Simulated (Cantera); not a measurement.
# toluene + NH₃ + H₂ (carbon deposition, reforming and gasification)

A closed system holds: 1 mol toluene, 0.87 mol NH₃, 12 mol H₂, at 2948 K and 0.500 bar.

Cantera equilibrium calculation (NASA polynomials, part measured and part estimated; ideal gas, pure solids and liquids). Candidate condensed phases: C, C₆H₆, C₇H₈, C₈H₁₈; 92 gas species. The numbers say what is thermodynamically allowed, not how fast it happens.

```yaml
x(H₂): 0.758
x(H): 0.165
x(C₂H₂ (acetylene)): 0.0404
x(HCN): 0.0174
x(N₂): 0.0120
x(HNC): 0.00315
x(C₂H): 0.00140
x(C₄H₂): 0.000900
x(CN): 0.000372
n(C(graphite)): 4.87 mol
gas_amount: 19.37 mol
```
